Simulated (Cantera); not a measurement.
Diamond growth

A diamond (100) surface in a fixed gas of H2 with x(CH4) = 0.0082, x(H) = 0.0023, x(CH3) = 0.0013, 20000 Pa; coverages are run to steady state.

Cantera simulation using the Harris–Goodwin 1993 mechanism for the reconstructed diamond (100) surface; the numbers are that mechanism's predictions, not measurements.

```json
[
 {"T (K)": "950", "growth (µm/h)": "69.4", "θ c6HH": "0.441", "θ c6H*": "0.00958", "θ c6*H": "0.226", "θ c6**": "0.00391", "θ c6HM": "0.245"},
 {"T (K)": "1025", "growth (µm/h)": "103", "θ c6HH": "0.429", "θ c6H*": "0.0151", "θ c6*H": "0.287", "θ c6**": "0.00722", "θ c6HM": "0.186"},
 {"T (K)": "1100", "growth (µm/h)": "128", "θ c6HH": "0.419", "θ c6H*": "0.0222", "θ c6*H": "0.350", "θ c6**": "0.0122", "θ c6HM": "0.129"},
 {"T (K)": "1175", "growth (µm/h)": "116", "θ c6HH": "0.416", "θ c6H*": "0.0313", "θ c6*H": "0.420", "θ c6**": "0.0192", "θ c6HM": "0.0677"},
 {"T (K)": "1250", "growth (µm/h)": "76.3", "θ c6HH": "0.405", "θ c6H*": "0.0412", "θ c6*H": "0.479", "θ c6**": "0.0276", "θ c6HM": "0.0236"},
 {"T (K)": "1325", "growth (µm/h)": "52.6", "θ c6HH": "0.384", "θ c6H*": "0.0500", "θ c6*H": "0.512", "θ c6**": "0.0357", "θ c6HM": "0.00647"},
 {"T (K)": "1400", "growth (µm/h)": "45.6", "θ c6HH": "0.362", "θ c6H*": "0.0576", "θ c6*H": "0.527", "θ c6**": "0.0433", "θ c6HM": "0.00168"}
]
```
θ: site fractions in the mechanism's names (c6HH fully hydrogenated, c6H* and c6*H radical sites, c6** diradical, c6HM methylated).
